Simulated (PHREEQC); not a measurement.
Dissolve 0.038 mol KCl, 0.74 mol CaBr2 and 0.0001 mol (CH3)4NF per kg of water at 20 °C. Closed to the air; pH follows from the charge balance.

Model: ion-association model, phreeqc.dat, run in PHREEQC.

Each row changes one thing in this solution. Precipitation was switched off in this run.

```tsv
case	pH	SI of Sylvite (KCl)
as made	6.74	-4.19
diluted 2-fold with water	6.83	(withheld)
(CH3)4NF left out	6.74	-4.19
(CH3)4NF from 0.0001 to 2e-05 mol/kgw	6.74	-4.19
(CH3)4NF from 0.0001 to 0.00015 mol/kgw	6.75	-4.19
CaBr2 from 0.74 to 0.666 mol/kgw	(withheld)	-4.19
CaBr2 left out	7.09	(withheld)
```

Question: Some entries are withheld; supply them.

Answer: 
- diluted 2-fold with water, SI of Sylvite (KCl): -4.76
- CaBr2 from 0.74 to 0.666 mol/kgw, pH: 6.76
- CaBr2 left out, SI of Sylvite (KCl): -3.87

The ionic strength passes 0.7 mol/kgw, the rough limit of the ion-association models, in as made; diluted 2-fold with water; (CH3)4NF left out; (CH3)4NF from 0.0001 to 2e-05 mol/kgw; (CH3)4NF from 0.0001 to 0.00015 mol/kgw; CaBr2 from 0.74 to 0.666 mol/kgw. Species that the database lacks are ignored. Some of these states are supersaturated (in Fluorite, for instance). (CH3)4N+ isn't in the database: it is added as a free cation with an ion size of 4 Å.
